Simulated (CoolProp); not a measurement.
Aqueous propylene glycol as a coolant, 5 % by mass, freezing at -1.2 °C, 1 atm.

Model: Melinder's fits for secondary coolants, in CoolProp.

```csv
T (°C),viscosity (mPa s),density (kg/m³),conductivity (W/(m K)),Prandtl number
1.8,2.09,1005,0.541,16.0
7.1,1.76,1004,0.550,13.2
12.3,1.50,1004,0.559,?
17.5,1.29,1003,?,9.40
22.7,?,1002,0.575,?
28,0.990,1000,0.583,7.02
33.2,0.881,?,0.590,6.17
```

Problem. Fill in the missing entries.

Solution. 
- 12.3, Prandtl number: 11.1
- 17.5, conductivity (W/(m K)): 0.567
- 22.7, viscosity (mPa s): 1.13
- 22.7, Prandtl number: 8.09
- 33.2, density (kg/m³): 998.5
